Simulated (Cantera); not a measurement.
Charge: 1 mol Hg, a varied amount of H2, 83 mol N2, held at 473.15 K and 1650 Torr.

Method: chemical equilibrium by Gibbs-energy minimisation in Cantera with the NASA 1993 tables (ideal gas, pure condensed phases). Candidate condensed phases: Hg; 10 gas species. The numbers say what is thermodynamically allowed, not how fast it happens.

x: gas mole fraction; n: condensed amount in mol.

```json
[
 {"n(H2) (mol)": "0.08", "x N2": "0.989", "x H2": "0.000898", "x Hg": "0.0104", "x NH3": "___", "n Hg(l)": "0.128"},
 {"n(H2) (mol)": "0.24", "x N2": "0.987", "x H2": "0.00258", "x Hg": "0.0104", "x NH3": "___", "n Hg(l)": "0.126"},
 {"n(H2) (mol)": "0.39", "x N2": "0.985", "x H2": "0.00409", "x Hg": "0.0104", "x NH3": "___", "n Hg(l)": "0.125"},
 {"n(H2) (mol)": "0.55", "x N2": "0.983", "x H2": "0.00565", "x Hg": "0.0104", "x NH3": "___", "n Hg(l)": "0.123"},
 {"n(H2) (mol)": "0.71", "x N2": "0.982", "x H2": "0.00716", "x Hg": "0.0104", "x NH3": "___", "n Hg(l)": "0.122"},
 {"n(H2) (mol)": "0.86", "x N2": "0.980", "x H2": "0.00855", "x Hg": "0.0104", "x NH3": "___", "n Hg(l)": "0.120"},
 {"n(H2) (mol)": "1", "x N2": "0.978", "x H2": "0.00981", "x Hg": "0.0104", "x NH3": "___", "n Hg(l)": "0.119"},
 {"n(H2) (mol)": "1.2", "x N2": "0.976", "x H2": "0.0116", "x Hg": "0.0104", "x NH3": "___", "n Hg(l)": "0.117"},
 {"n(H2) (mol)": "1.3", "x N2": "0.975", "x H2": "0.0125", "x Hg": "0.0104", "x NH3": "___", "n Hg(l)": "0.117"},
 {"n(H2) (mol)": "1.5", "x N2": "0.973", "x H2": "0.0142", "x Hg": "0.0104", "x NH3": "___", "n Hg(l)": "0.115"},
 {"n(H2) (mol)": "1.6", "x N2": "0.972", "x H2": "0.0150", "x Hg": "0.0104", "x NH3": "___", "n Hg(l)": "0.114"},
 {"n(H2) (mol)": "1.8", "x N2": "0.970", "x H2": "0.0167", "x Hg": "0.0104", "x NH3": "___", "n Hg(l)": "0.112"},
 {"n(H2) (mol)": "2", "x N2": "0.968", "x H2": "0.0183", "x Hg": "0.0104", "x NH3": "___", "n Hg(l)": "0.111"}
]
```

Q: What belongs in the gaps?

A: 
- 0.08, x NH3: 3.68e-5
- 0.24, x NH3: 0.000180
- 0.39, x NH3: 0.000358
- 0.55, x NH3: 0.000579
- 0.71, x NH3: 0.000826
- 0.86, x NH3: 0.00108
- 1, x NH3: 0.00132
- 1.2, x NH3: 0.00170
- 1.3, x NH3: 0.00189
- 1.5, x NH3: 0.00229
- 1.6, x NH3: 0.00250
- 1.8, x NH3: 0.00292
- 2, x NH3: 0.00336
